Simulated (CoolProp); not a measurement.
Vapour-liquid equilibrium of R113 (1) + benzene (2) at 0.0483 MPa; x and y are mole fractions of (1).

Model: multi-fluid Helmholtz-energy mixture model, Marx 1992 and Thol 2012; pair parameters Bell 2016, in CoolProp.

```csv
x,bubble temperature (°C),y at the bubble point,dew temperature at overall composition x (°C),liquid density (mol/L)
0.05,52.4,0.217,56.6,10.62
0.2,42.7,___,52.8,10.24
0.35,37.7,___,___,9.834
0.5,34.4,___,43.7,9.442
0.65,31.8,0.829,38.3,___
0.8,29.6,___,___,8.733
0.95,___,0.974,28.2,8.418
```

Question: Some entries are withheld; supply them.

Answer: 
- 0.2, y at the bubble point: 0.529
- 0.35, y at the bubble point: 0.667
- 0.35, dew temperature at overall composition x (°C): 48.5
- 0.5, y at the bubble point: 0.756
- 0.65, liquid density (mol/L): 9.074
- 0.8, y at the bubble point: 0.900
- 0.8, dew temperature at overall composition x (°C): 32.8
- 0.95, bubble temperature (°C): 27.5

No azeotrope shows between x = 0.05 and 0.95.

The pair parameters rest on a limited set of measurements; away from them the model extrapolates.
